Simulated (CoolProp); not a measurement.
Saturated liquid density (kg/m³) of dodecamethylcyclohexasiloxane (D6): the reference equation beside estimates from Tc = 372.6 °C, pc = 0.9614 MPa, ω = 0.736. Rackett uses Z = 0.29056 − 0.08775 ω.

Computed with CoolProp (reference Helmholtz-energy equation of state, Colonna 2008). It is a short technical equation, of lower accuracy than the large ones.

```
T (°C)  reference  Rackett  Redlich-Kwong
------  ---------  -------  -------------
196.55      770.7    983.6          639.4
202.95      762.5    973.0              …
209.35      754.1        …          624.3
215.75          …    951.4          616.5
222.15      737.1    940.3          608.4
228.55      728.3    929.0          600.2
234.95      719.3    917.4          591.8
241.35          …    905.6          583.1
247.75      700.8        …          574.2
254.25      691.1    881.1          564.9
260.65      681.3    868.5          555.5
267.05      671.1    855.5          545.8
273.45      660.7    842.2              …
279.85      649.8    828.4          525.5
286.25      638.6        …              …
```

Question: Fill in the missing entries.

Answer: 
- 202.95, Redlich-Kwong: 632.0
- 209.35, Rackett: 962.3
- 215.75, reference: 745.7
- 241.35, reference: 710.2
- 247.75, Rackett: 893.6
- 273.45, Redlich-Kwong: 535.8
- 286.25, Rackett: 814.3
- 286.25, Redlich-Kwong: 514.8

Absolute difference from the reference over all 15 rows, mean and median: Rackett 27.5 and 27.5 %, Redlich-Kwong 18.0 and 17.9 %.
